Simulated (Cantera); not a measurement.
A closed system holds: 1 mol Si₃N₄, 0.98 mol Cl₂, 40 mol H₂, equilibrated at 82.5 Torr.

Equilibrium computed with Cantera from the NASA thermochemical tables; the gas is ideal and each condensed phase is pure. Candidate condensed phases: NH₄Cl, Si, Si₃N₄; 28 gas species. The tables' values for SiCl₃ are old estimates; treat these amounts as uncertain. The numbers say what is thermodynamically allowed, not how fast it happens.

x: gas mole fraction; n: condensed amount in mol.

```json
[
 {"T (°C)": "575", "x H₂": "0.953", "x HCl": "0.0463", "x SiCl₂": "8.60e-10", "x N₂": "0.000257", "x SiCl₄": "0.000376", "x SiCl₃": "6.69e-8", "x SiHCl₃": "1.25e-5", "n Si₃N₄(s)": "0.995"},
 {"T (°C)": "625", "x H₂": "0.953", "x HCl": "0.0465", "x SiCl₂": "7.78e-9", "x N₂": "0.000224", "x SiCl₄": "0.000319", "x SiCl₃": "2.26e-7", "x SiHCl₃": "1.82e-5", "n Si₃N₄(s)": "0.995"},
 {"T (°C)": "675", "x H₂": "0.953", "x HCl": "0.0467", "x SiCl₂": "5.53e-8", "x N₂": "0.000200", "x SiCl₄": "0.000274", "x SiCl₃": "6.70e-7", "x SiHCl₃": "2.52e-5", "n Si₃N₄(s)": "0.996"},
 {"T (°C)": "725", "x H₂": "0.953", "x HCl": "0.0468", "x SiCl₂": "(withheld)", "x N₂": "0.000182", "x SiCl₄": "(withheld)", "x SiCl₃": "1.76e-6", "x SiHCl₃": "(withheld)", "n Si₃N₄(s)": "0.996"},
 {"T (°C)": "775", "x H₂": "0.953", "x HCl": "0.0469", "x SiCl₂": "1.54e-6", "x N₂": "0.000171", "x SiCl₄": "0.000207", "x SiCl₃": "4.17e-6", "x SiHCl₃": "4.31e-5", "n Si₃N₄(s)": "0.996"},
 {"T (°C)": "825", "x H₂": "0.953", "x HCl": "0.0469", "x SiCl₂": "6.28e-6", "x N₂": "0.000166", "x SiCl₄": "0.000179", "x SiCl₃": "8.94e-6", "x SiHCl₃": "5.29e-5", "n Si₃N₄(s)": "0.997"},
 {"T (°C)": "875", "x H₂": "0.953", "x HCl": "0.0469", "x SiCl₂": "2.18e-5", "x N₂": "0.000170", "x SiCl₄": "0.000151", "x SiCl₃": "1.73e-5", "x SiHCl₃": "6.16e-5", "n Si₃N₄(s)": "0.997"},
 {"T (°C)": "925", "x H₂": "0.953", "x HCl": "0.0469", "x SiCl₂": "6.40e-5", "x N₂": "0.000191", "x SiCl₄": "0.000121", "x SiCl₃": "2.96e-5", "x SiHCl₃": "6.63e-5", "n Si₃N₄(s)": "0.996"},
 {"T (°C)": "975", "x H₂": "0.953", "x HCl": "0.0468", "x SiCl₂": "0.000157", "x N₂": "0.000242", "x SiCl₄": "9.03e-5", "x SiCl₃": "4.43e-5", "x SiHCl₃": "6.47e-5", "n Si₃N₄(s)": "0.995"},
 {"T (°C)": "1025", "x H₂": "0.953", "x HCl": "0.0466", "x SiCl₂": "0.000327", "x N₂": "0.000342", "x SiCl₄": "6.23e-5", "x SiCl₃": "5.84e-5", "x SiHCl₃": "5.76e-5", "n Si₃N₄(s)": "0.993"},
 {"T (°C)": "1075", "x H₂": "0.953", "x HCl": "0.0461", "x SiCl₂": "0.000602", "x N₂": "0.000513", "x SiCl₄": "4.09e-5", "x SiCl₃": "7.00e-5", "x SiHCl₃": "4.80e-5", "n Si₃N₄(s)": "0.989"},
 {"T (°C)": "1125", "x H₂": "0.953", "x HCl": "0.0453", "x SiCl₂": "(withheld)", "x N₂": "(withheld)", "x SiCl₄": "(withheld)", "x SiCl₃": "7.88e-5", "x SiHCl₃": "(withheld)", "n Si₃N₄(s)": "0.984"},
 {"T (°C)": "1175", "x H₂": "0.953", "x HCl": "0.0441", "x SiCl₂": "0.00160", "x N₂": "0.00116", "x SiCl₄": "1.64e-5", "x SiCl₃": "8.47e-5", "x SiHCl₃": "3.04e-5", "n Si₃N₄(s)": "0.976"}
]
```

Task: Fill in the missing entries.

Result: 
- 725, x SiCl₂: 3.19e-7
- 725, x SiCl₄: 0.000238
- 725, x SiHCl₃: 3.36e-5
- 1125, x SiCl₂: 0.00101
- 1125, x N₂: 0.000778
- 1125, x SiCl₄: 2.62e-5
- 1125, x SiHCl₃: 3.86e-5
